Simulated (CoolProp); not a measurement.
Saturated liquid density (kg/m³) of propylene: the reference equation beside estimates from Tc = 364.2 K, pc = 4.555 MPa, ω = 0.146. Rackett uses Z = 0.29056 − 0.08775 ω.

Values from CoolProp's reference Helmholtz-energy equation of state, Lemmon 2013.

```json
[
 {"T (K)": "261.6", "reference": "562.7", "Rackett": "556.1", "Redlich-Kwong": "513.4", "Peng-Robinson": "593.6"},
 {"T (K)": "264", "reference": "559.4", "Rackett": "552.7", "Redlich-Kwong": "509.5", "Peng-Robinson": "589.5"},
 {"T (K)": "266.4", "reference": "556.0", "Rackett": "549.4", "Redlich-Kwong": "505.6", "Peng-Robinson": "585.3"},
 {"T (K)": "268.8", "reference": "552.5", "Rackett": "545.9", "Redlich-Kwong": "501.6", "Peng-Robinson": "581.0"},
 {"T (K)": "271.2", "reference": "549.0", "Rackett": "542.5", "Redlich-Kwong": "497.6", "Peng-Robinson": "576.6"},
 {"T (K)": "273.6", "reference": "545.5", "Rackett": "539.0", "Redlich-Kwong": "493.5", "Peng-Robinson": "572.2"},
 {"T (K)": "276", "reference": "541.9", "Rackett": "535.5", "Redlich-Kwong": "489.3", "Peng-Robinson": "567.7"},
 {"T (K)": "278.4", "reference": "538.2", "Rackett": "531.9", "Redlich-Kwong": "485.1", "Peng-Robinson": "563.1"},
 {"T (K)": "280.8", "reference": "534.6", "Rackett": "528.3", "Redlich-Kwong": "480.8", "Peng-Robinson": "558.3"},
 {"T (K)": "283.2", "reference": "530.8", "Rackett": "524.6", "Redlich-Kwong": "476.4", "Peng-Robinson": "553.5"},
 {"T (K)": "285.6", "reference": "527.1", "Rackett": "520.9", "Redlich-Kwong": "472.0", "Peng-Robinson": "548.6"},
 {"T (K)": "288", "reference": "523.2", "Rackett": "517.1", "Redlich-Kwong": "467.4", "Peng-Robinson": "543.6"},
 {"T (K)": "290.4", "reference": "519.3", "Rackett": "513.2", "Redlich-Kwong": "462.8", "Peng-Robinson": "538.5"},
 {"T (K)": "292.8", "reference": "515.4", "Rackett": "509.3", "Redlich-Kwong": "458.2", "Peng-Robinson": "533.2"},
 {"T (K)": "295.3", "reference": "511.2", "Rackett": "505.2", "Redlich-Kwong": "453.2", "Peng-Robinson": "527.6"}
]
```

Absolute difference from the reference over all 15 rows, mean and median: Rackett 1.2 and 1.2 %, Redlich-Kwong 9.9 and 9.9 %, Peng-Robinson 4.5 and 4.6 %.
